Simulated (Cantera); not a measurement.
Input (Python, Cantera) and output of one run.

```python
import numpy as np
import cantera as ct

gas_names = """
    CL CL2 H HCL H2 Si SiCL SiCL2 SiCL3 SiCL4 SiH SiHCL3 SiH2 SiH2CL2 SiH3 SiH3CL SiH4 Si2 Si3
""".split()
cond_names = """
    Si(cr) Si(L)
""".split()


# ... load() reads the species with a 1 bar reference pressure and builds the phases ...
atoms = {
    'Si': {'Si': 1},
    'HCl': {'H': 1, 'CL': 1},
    'H2': {'H': 2},
}
top_T = {}  # K; cautious upper limits of use, not melting points


# ... equilibrate(T, P, feed) seeds the gas with the atoms and calls Mixture.equilibrate('TP', solver="vcs", rtol=1e-11, max_steps=5000) ...
results = []
T = 1550  # K
P = 270000  # Pa
for m in [0.7, 0.8, 0.9, 1, 1.2, 1.3, 1.5, 1.7, 1.9, 2.2, 2.5, 2.8, 3.2]:
    feed = {'Si': 1, 'HCl': m, 'H2': 7.8}  # mol
    mix = equilibrate(T, P, feed)
    results.append((T, P, feed, dict(zip(mix.species_names, mix.species_moles))))

top = {s: max(r[3][s] / sum(r[3][g] for g in gas_names) for r in results) for s in gas_names}
cols = sorted((s for s in top if top[s] > 0.0001), key=lambda s: -top[s])[:9]
seen = [c for c in cond_names if any(r[3].get(c, 0) > 1e-12 for r in results)]
print("log10 of partial pressures in bar; condensed amounts in mol")
print(f"{'n(HCl)':>10s}" + "".join(f"{s[:9]:>10s}" for s in cols + seen))
for T, P, feed, n in results:
    ng = sum(n[g] for g in gas_names)
    print(f"{feed['HCl']:10.4g}" + "".join(f"{np.log10(max(n[s] / ng * P / 1e5, 1e-99)):10.3f}" for s in cols)
          + "".join(f"{n.get(c, 0):10.4g}" for c in seen))
```

It prints:

```
log10 of partial pressures in bar; condensed amounts in mol
    n(HCl)        H2       HCL     SiCL2     SiCL3    SiHCL3     SiCL4   SiH2CL2    Si(cr)
       0.7     0.402    -0.859    -1.597    -2.396    -2.399    -2.750    -2.836    0.8849
       0.8     0.399    -0.826    -1.528    -2.293    -2.297    -2.612    -2.770    0.8602
       0.9     0.396    -0.798    -1.470    -2.205    -2.211    -2.495    -2.715    0.8347
         1     0.393    -0.775    -1.420    -2.130    -2.137    -2.395    -2.667    0.8085
       1.2     0.388    -0.736    -1.337    -2.006    -2.016    -2.230    -2.590    0.7548
       1.3     0.385    -0.720    -1.302    -1.954    -1.965    -2.160    -2.558    0.7273
       1.5     0.380    -0.693    -1.243    -1.865    -1.878    -2.041    -2.503    0.6716
       1.7     0.376    -0.670    -1.193    -1.790    -1.807    -1.942    -2.458    0.6149
       1.9     0.371    -0.651    -1.151    -1.727    -1.746    -1.858    -2.421    0.5576
       2.2     0.365    -0.628    -1.099    -1.648    -1.669    -1.752    -2.374    0.4708
       2.5     0.360    -0.609    -1.055    -1.582    -1.607    -1.665    -2.336    0.3832
       2.8     0.354    -0.593    -1.018    -1.527    -1.554    -1.591    -2.304     0.295
       3.2     0.348    -0.576    -0.977    -1.465    -1.495    -1.508    -2.270    0.1769
```

Method: chemical equilibrium by Gibbs-energy minimisation in Cantera with the NASA 1993 tables (ideal gas, pure condensed phases). The tables' values for SiCl3 are old estimates; treat these amounts as uncertain.
